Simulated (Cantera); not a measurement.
A closed system holds: 1 mol SiH2Cl2, 0.019 mol HCl, 2.8 mol H2, at 1173 K and 4300 Pa.

These are equilibrium values from Cantera (NASA tables, ideal gas, pure condensed phases), not measurements of a reactor. Candidate condensed phases: Si; 19 gas species. The tables' values for SiCl3 are old estimates; treat these amounts as uncertain. Rates play no part.

Base state: H2 0.814, HCl 0.0753, SiCl4 0.0667, SiHCl3 0.0168, SiCl2 0.0158, SiCl3 0.0104, SiH2Cl2 0.000542 (mole fractions); condensed: Si(s).

What changes in the equilibrium state with this change: SiH2Cl2 replaced by SiH4?


| species | before | after |
|---|---|---|
| H2 | 0.814 | 0.996 |
| HCl | 0.0753 | 0.00386 |
| SiCl2 | 0.0158 | 3.41e-5 |
| SiCl4 | 0.0667 | 3.08e-7 |
| SiCl3 | 0.0104 | 1.03e-6 |
| SiHCl3 | 0.0168 | 1.85e-6 |
| SiH2Cl2 | 0.000542 | 1.42e-6 |
| Si(s), mol | 0.512 | 1.000 |

What changes in the equilibrium state with this change: H2 from 2.8 to 19 mol?


| species | before | after |
|---|---|---|
| H2 | 0.814 | 0.938 |
| HCl | 0.0753 | 0.0453 |
| SiCl4 | 0.0667 | 0.00660 |
| SiCl3 | 0.0104 | 0.00183 |
| SiHCl3 | 0.0168 | 0.00318 |
| SiCl2 | 0.0158 | 0.00498 |
| SiH2Cl2 | 0.000542 | 0.000196 |
| Si(s), mol | 0.512 | 0.651 |

What changes in the equilibrium state with this change: temperature from 1173 K to 1475 K?


| species | before | after |
|---|---|---|
| H2 | 0.814 | 0.722 |
| HCl | 0.0753 | 0.155 |
| SiCl2 | 0.0158 | 0.105 |
| SiCl4 | 0.0667 | 0.00442 |
| SiHCl3 | 0.0168 | 0.00194 |
| SiCl3 | 0.0104 | 0.0117 |
| H | 5.13e-7 | 5.31e-5 |
| SiH2Cl2 | 0.000542 | 0.000134 |
| Si(s), mol | 0.512 | 0.413 |
